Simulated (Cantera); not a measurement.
Charge: 1 mol SiHCl3, 0.44 mol N2, 0.29 mol H2, 7.4 mol NH3.

Equilibrium computed with Cantera from the NASA thermochemical tables; the gas is ideal and each condensed phase is pure. Candidate condensed phases: NH4Cl, Si, Si3N4; 28 gas species. The tables' values for SiCl3 are old estimates. Equilibrium is a limit: real reactors are often held back by kinetics, nucleation or transport.

Task: What condenses at these points (T in °C, P in Pa): (1452, 5); (1227, 100000); (1202, 24000); (1252, 350); (1252, 5); (1277, 24000)?

Result: 
```
T (°C)  P in Pa  condensed phases  Si condensed (%)
------  -------  ----------------  ----------------
1452          5          gas only               0.0
1227     100000             Si3N4              97.2
1202      24000             Si3N4              96.8
1252        350             Si3N4              64.7
1252          5                Si              27.3
1277      24000             Si3N4              93.7
```
